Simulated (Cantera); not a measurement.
## NO annealing gas

An isothermal, constant-pressure homogeneous reactor starts with 7.69 % NO, 92.3 % N₂, at 2075 K and 0.0133 bar.

Detailed kinetics in Cantera: GRI-Mech 3.0 (53 species, 325 reactions). Radical loss at walls, strong at low pressure, is not modelled.

```csv
t (s),x NO,x O,x N₂O,x NO₂,x N₂
1.00e-6,0.0769,1.55e-10,1.55e-10,<1e-12,0.923
5.34e-6,0.0769,8.27e-10,8.26e-10,<1e-12,0.923
2.85e-5,0.0769,4.41e-9,4.41e-9,<1e-12,0.923
0.000152,0.0769,2.36e-8,2.34e-8,1.81e-12,0.923
0.000811,0.0769,1.28e-7,1.23e-7,4.84e-11,0.923
0.00433,0.0769,7.41e-7,5.99e-7,1.03e-9,0.923
0.0231,0.0769,5.08e-6,2.06e-6,1.27e-8,0.923
0.123,0.0769,3.50e-5,2.88e-6,9.75e-8,0.923
0.658,0.0764,0.000186,2.73e-6,4.92e-7,0.923
3.51,0.0704,0.000636,2.05e-6,1.54e-6,0.926
18.7,0.0255,0.00159,2.38e-7,1.55e-6,0.948
100,0.00425,0.00191,3.02e-8,3.07e-7,0.958
```
x: mole fraction; the columns are a selection and need not sum to one.

Equilibrium at this temperature and pressure: NO 0.00424, O 0.00191, N₂O 3.02e-8, NO₂ 3.07e-7, N₂ 0.958 (gas phase only).
